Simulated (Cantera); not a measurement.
Source: NASA polynomial tables (part measured, part estimated), evaluated in Cantera. Values are per mole of reaction as written; species without (g) are pure solids or liquids, kept so even where they would boil at 1 bar.

2 SO₂(g) + 4 Si ⇌ S₂(g) + 4 SiO(g), with ΔH° = 320.4 kJ and ΔS° = 502.9 J/K at 300 K.

Q: How far is the shortcut ΔG° ≈ ΔH°(300 K) − T·ΔS°(300 K) from the full temperature-dependent value at 1523, 1573, 1623, 1673, 1723, 1773, 1823, 1873, 1923 K?

A: 
| T (K) | shortcut (kJ) | full (kJ) | difference (kJ) | difference in log10 K | condensed phases |
|---|---|---|---|---|---|
| 1523 | -445.6 | -416.0 | -29.6 | 1.02 | Si(s) |
| 1573 | -470.7 | -438.8 | -31.9 | 1.06 | Si(s) |
| 1623 | -495.9 | -461.6 | -34.2 | 1.10 | Si(s) |
| 1673 | -521.0 | -484.4 | -36.6 | 1.14 | Si(s) |
| 1723 | -546.1 | -503.1 | -43.0 | 1.30 | Si(l) |
| 1773 | -571.3 | -519.8 | -51.5 | 1.52 | Si(l) |
| 1823 | -596.4 | -536.4 | -60.0 | 1.72 | Si(l) |
| 1873 | -621.6 | -553.0 | -68.6 | 1.91 | Si(l) |
| 1923 | -646.7 | -569.5 | -77.2 | 2.10 | Si(l) |
The shortcut ignores heat capacities and the phase changes listed.
